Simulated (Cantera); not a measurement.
Cantera run:

```python
import numpy as np
import cantera as ct

gas_names = """
    CL CLO CL2 H HCL HOCL HO2 H2 H2O H2O2 O OH O2 O3 Si SiCL SiCL2 SiCL3 SiCL4 SiH SiHCL3 SiH2 SiH2CL2
    SiH3 SiH3CL SiH4 SiO SiO2 Si2 Si3
""".split()
cond_names = """
    H2O(s) H2O(L) Si(cr) Si(L) SiO2(Lqz) SiO2(hqz) SiO2(L)
""".split()


def load(file, names, dense=False):
    # The tables refer to 1 bar. Condensed volumes are neglected.
    table = {s.name: s for s in ct.Species.list_from_file(file)}
    out = []
    for n in names:
        d = dict(table[n].input_data)
        d["thermo"] = dict(d["thermo"], **{"reference-pressure": 1e5})
        if dense:
            d["equation-of-state"] = {"model": "constant-volume", "density": "1e6 g/cm^3"}
        out.append(ct.Species.from_dict(d))
    return out


gas = ct.Solution(thermo="ideal-gas", species=load("nasa_gas.yaml", gas_names))
cond = {s.name: ct.Solution(thermo="fixed-stoichiometry", species=[s], name=s.name)
        for s in load("nasa_condensed.yaml", cond_names, dense=True)}
atoms = {
    'SiCl4': {'Si': 1, 'CL': 4},
    'O2': {'O': 2},
    'H2': {'H': 2},
}
top_T = {}  # K; cautious upper limits of use, not melting points


def equilibrate(T, P, feed):
    n = {}
    for name, mol in feed.items():
        for a, k in atoms[name].items():
            n[a] = n.get(a, 0.0) + k * mol
    gas.TPX = T, P, n
    mass = sum(n.values()) * gas.mean_molecular_weight
    gas.equilibrate("TP")
    valid = [c for c in cond.values() if c.min_temp <= T <= top_T.get(c.name, c.max_temp)]
    mix = ct.Mixture([(gas, mass / gas.mean_molecular_weight)] + [(c, 0.0) for c in valid])
    mix.T, mix.P = T, P
    mix.equilibrate("TP", solver="vcs", rtol=1e-11, max_steps=5000)
    return mix


results = []
T = 723  # K
P = 1000  # Pa
for m in [5, 5.9, 6.9, 8.1, 9.5, 11, 13, 15, 18, 21, 25, 29, 34]:
    feed = {'SiCl4': 1, 'O2': 0.43, 'H2': m}  # mol
    mix = equilibrate(T, P, feed)
    results.append((T, P, feed, dict(zip(mix.species_names, mix.species_moles))))

top = {s: max(r[3][s] / sum(r[3][g] for g in gas_names) for r in results) for s in gas_names}
cols = sorted((s for s in top if top[s] > 0.001), key=lambda s: -top[s])[:7]
seen = [c for c in cond_names if any(r[3].get(c, 0) > 1e-12 for r in results)]
print("log10 of partial pressures in bar; condensed amounts in mol")
print(f"{'n(H2)':>10s}" + "".join(f"{s[:9]:>10s}" for s in cols + seen))
for T, P, feed, n in results:
    ng = sum(n[g] for g in gas_names)
    print(f"{feed['H2']:10.4g}" + "".join(f"{np.log10(max(n[s] / ng * P / 1e5, 1e-99)):10.3f}" for s in cols)
          + "".join(f"{n.get(c, 0):10.4g}" for c in seen))
```

It prints:

```
log10 of partial pressures in bar; condensed amounts in mol
     n(H2)        H2       HCL     SiCL4 SiO2(Lqz)
         5    -2.191    -2.573    -3.053      0.43
       5.9    -2.163    -2.629    -3.110      0.43
       6.9    -2.140    -2.685    -3.165      0.43
       8.1    -2.119    -2.743    -3.224      0.43
       9.5    -2.102    -2.803    -3.283      0.43
        11    -2.088    -2.859    -3.339      0.43
        13    -2.075    -2.923    -3.404      0.43
        15    -2.065    -2.980    -3.461      0.43
        18    -2.055    -3.053    -3.534      0.43
        21    -2.047    -3.115    -3.596      0.43
        25    -2.039    -3.186    -3.668      0.43
        29    -2.034    -3.247    -3.730      0.43
        34    -2.029    -3.313    -3.796      0.43
```

These are equilibrium values from Cantera (NASA tables, ideal gas, pure condensed phases), not measurements of a reactor.
